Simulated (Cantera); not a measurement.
A perfectly stirred reactor is fed with H2 : O2 : N2 = 1.7 : 1 : 13 (molar parts), equivalence ratio 0.85, at 0.430 bar; it is held at 1375 K, and followed from long to short residence time.

Cantera simulation using GRI-Mech 3.0 (53 species, 325 reactions); the numbers are that mechanism's predictions, not measurements. The temperature is held fixed by assumption; the heat of reaction is taken as removed at once.

Question: What does this change do: temperature 1375 to 750 K?

Answer: 
```
quantity                  before    after
----------------------  --------  -------
x(H2) at τ = 15.0 s      5.01e-5    0.108
x(O2) at τ = 15.0 s       0.0101   0.0637
x(N2O) at τ = 15.0 s     1.93e-7   <1e-12
x(H2O2) at τ = 15.0 s    3.46e-8  1.07e-6
x(O) at τ = 15.0 s       7.54e-6   <1e-12
x(H2) at τ = 46.0 ms     0.00204    0.108
x(O2) at τ = 46.0 ms      0.0109   0.0637
x(N2O) at τ = 46.0 ms    6.56e-8   <1e-12
x(H2O2) at τ = 46.0 ms   4.17e-7   <1e-12
x(O) at τ = 46.0 ms     0.000351   <1e-12
```
Below about 950 K walls govern HO2 and H2O2 in real vessels.

Question: What does this change do: pressure from 0.430 bar to 0.230 bar?

Answer: 
```csv
quantity,before,after
x(H2) at τ = 15.0 s,5.01e-5,0.000107
x(O2) at τ = 15.0 s,0.0101,0.0101
x(N2O) at τ = 15.0 s,1.93e-7,1.08e-7
x(H2O2) at τ = 15.0 s,3.46e-8,3.68e-8
x(O) at τ = 15.0 s,7.54e-6,1.77e-5
x(H2) at τ = 46.0 ms,0.00204,0.00379
x(O2) at τ = 46.0 ms,0.0109,0.0118
x(N2O) at τ = 46.0 ms,6.56e-8,2.70e-8
x(H2O2) at τ = 46.0 ms,4.17e-7,3.22e-7
x(O) at τ = 46.0 ms,0.000351,0.000778
```
